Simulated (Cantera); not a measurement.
An isothermal, constant-pressure homogeneous reactor starts with CH₄ : O₂ : N₂ = 0.0068 : 0.014 : 1 (molar parts), at 1423 K and 290000 Pa. Integrator tolerance rtol = 1e-08.

Model: GRI-Mech 3.0 (53 species, 325 reactions), integrated in Cantera.

Task: What does this change do: temperature 1423 to 1300 K?

Result: 
```csv
quantity,before,after
x(CH₄) at 3.00 s,<1e-12 (gas-phase equilibrium <1e-12),<1e-12 (gas-phase equilibrium <1e-12)
x(O₂) at 3.00 s,0.000390 (gas-phase equilibrium 0.000372),0.000391 (gas-phase equilibrium 0.000382)
x(NO) at 3.00 s,2.70e-6 (gas-phase equilibrium 3.88e-5),7.36e-7 (gas-phase equilibrium 1.89e-5)
x(H₂O) at 3.00 s,0.0133 (gas-phase equilibrium 0.0133),0.0133 (gas-phase equilibrium 0.0133)
x(HO₂) at 3.00 s,4.66e-10 (gas-phase equilibrium 4.47e-10),1.94e-10 (gas-phase equilibrium 1.57e-10)
x(HCO) at 3.00 s,<1e-12 (gas-phase equilibrium <1e-12),<1e-12 (gas-phase equilibrium <1e-12)
x(C₂H₂) at 3.00 s,<1e-12 (gas-phase equilibrium <1e-12),<1e-12 (gas-phase equilibrium <1e-12)
```

Task: What does this change do: pressure from 290000 Pa to 590000 Pa?

Result: 
```json
[
 {"quantity": "x(CH₄) at 3.00 s", "before": "<1e-12 (gas-phase equilibrium <1e-12)", "after": "<1e-12 (gas-phase equilibrium <1e-12)"},
 {"quantity": "x(O₂) at 3.00 s", "before": "0.000390 (gas-phase equilibrium 0.000372)", "after": "0.000391 (gas-phase equilibrium 0.000372)"},
 {"quantity": "x(NO) at 3.00 s", "before": "2.70e-6 (gas-phase equilibrium 3.88e-5)", "after": "1.57e-6 (gas-phase equilibrium 3.88e-5)"},
 {"quantity": "x(H₂O) at 3.00 s", "before": "0.0133 (gas-phase equilibrium 0.0133)", "after": "0.0133 (gas-phase equilibrium 0.0133)"},
 {"quantity": "x(HO₂) at 3.00 s", "before": "4.66e-10 (gas-phase equilibrium 4.47e-10)", "after": "5.54e-10 (gas-phase equilibrium 5.34e-10)"},
 {"quantity": "x(HCO) at 3.00 s", "before": "<1e-12 (gas-phase equilibrium <1e-12)", "after": "<1e-12 (gas-phase equilibrium <1e-12)"},
 {"quantity": "x(C₂H₂) at 3.00 s", "before": "<1e-12 (gas-phase equilibrium <1e-12)", "after": "<1e-12 (gas-phase equilibrium <1e-12)"}
]
```
